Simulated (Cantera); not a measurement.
What does this Cantera script print?

```python
import numpy as np
import cantera as ct

gas_names = [...]  # 151 gases of nasa_gas.yaml made of C, H, N, O, Si
cond_names = """
    C(gr) C6H6(L) C7H8(L) C8H18(L),n-octa H2O(s) H2O(L) Si(cr) Si(L) SiC(b) SiO2(Lqz) SiO2(hqz) SiO2(L)
    Si2N2O(s) Si3N4(a)
""".split()


# ... load() reads the species with a 1 bar reference pressure and builds the phases ...
atoms = {
    'HMDSO': {'Si': 2, 'C': 6, 'H': 18, 'O': 1},
    'CO2': {'C': 1, 'O': 2},
    'N2': {'N': 2},
}
top_T = {'C(gr)': 4500, 'SiC(b)': 3050, 'Si2N2O(s)': 2100, 'Si3N4(a)': 2400}  # K; cautious upper limits of use, not melting points


# ... equilibrate(T, P, feed) seeds the gas with the atoms and calls Mixture.equilibrate('TP', solver="vcs", rtol=1e-11, max_steps=5000) ...
results = []
T = 898.15  # K
P = 8100  # Pa
for m in [10, 12, 14, 16, 19, 22, 25, 30, 34, 40, 47, 55]:
    feed = {'HMDSO': 1, 'CO2': 3.5, 'N2': m}  # mol
    mix = equilibrate(T, P, feed)
    results.append((T, P, feed, dict(zip(mix.species_names, mix.species_moles))))

top = {s: max(r[3][s] / sum(r[3][g] for g in gas_names) for r in results) for s in gas_names}
cols = sorted((s for s in top if top[s] > 1e-06), key=lambda s: -top[s])[:7]
seen = [c for c in cond_names if any(r[3].get(c, 0) > 1e-12 for r in results)]
print("log10 of partial pressures in bar; condensed amounts in mol")
print(f"{'n(N2)':>10s}" + "".join(f"{s[:9]:>10s}" for s in cols + seen))
for T, P, feed, n in results:
    ng = sum(n[g] for g in gas_names)
    print(f"{feed['N2']:10.4g}" + "".join(f"{np.log10(max(n[s] / ng * P / 1e5, 1e-99)):10.3f}" for s in cols)
          + "".join(f"{n.get(c, 0):10.4g}" for c in seen))
```

It prints:

```
log10 of partial pressures in bar; condensed amounts in mol
     n(N2)        N2        H2        CO       H2O       CO2       CH4       NH3     C(gr) SiO2(hqz)
        10    -1.442    -1.509    -1.926    -3.033    -3.084    -3.514    -5.895       5.9         2
        12    -1.401    -1.545    -1.958    -3.102    -3.148    -3.586    -5.929     5.876         2
        14    -1.369    -1.579    -1.987    -3.165    -3.207    -3.653    -5.963     5.854         2
        16    -1.343    -1.610    -2.015    -3.223    -3.262    -3.714    -5.996     5.835         2
        19    -1.312    -1.652    -2.053    -3.304    -3.339    -3.799    -6.044      5.81         2
        22    -1.288    -1.691    -2.088    -3.377    -3.409    -3.877    -6.090     5.789         2
        25    -1.269    -1.726    -2.120    -3.445    -3.473    -3.947    -6.134      5.77         2
        30    -1.244    -1.779    -2.169    -3.547    -3.571    -4.054    -6.201     5.744         2
        34    -1.229    -1.817    -2.205    -3.621    -3.642    -4.130    -6.251     5.727         2
        40    -1.211    -1.869    -2.253    -3.720    -3.738    -4.233    -6.319     5.705         2
        47    -1.196    -1.922    -2.303    -3.824    -3.838    -4.340    -6.392     5.684         2
        55    -1.182    -1.976    -2.353    -3.928    -3.939    -4.447    -6.465     5.665         2
```

Cantera equilibrium calculation (NASA polynomials, part measured and part estimated; ideal gas, pure solids and liquids). The feed counts by its element totals alone.
